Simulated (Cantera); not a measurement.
# Thermodynamics of silicon nitride deposition, feed SiHCl3 + N2

Charge: 1 mol SiHCl3, 4.6 mol N2, held at 2023 K and 1.33 mbar.

Method: chemical equilibrium by Gibbs-energy minimisation in Cantera with the NASA 1993 tables (ideal gas, pure condensed phases). Candidate condensed phases: NH4Cl, Si, Si3N4; 28 gas species. The tables' values for SiCl, SiCl3, SiN are old estimates; treat these amounts as uncertain. Equilibrium is a limit: real reactors are often held back by kinetics, nucleation or transport.

The x(N2) is 0.679, the x(SiCl2) is 0.141 and the x(HCl) is 0.115. The x(Cl) is 0.0388 and the x(H2) is 0.0132. The x(H) comes out as 0.00597. The x(Si) is 0.00256, the x(SiCl) comes out as 0.00250 and the x(SiCl3) is 0.00110. The gas amount comes out as 6.774 mol. The log10 activity of Si(l) (absent) is -1.22.
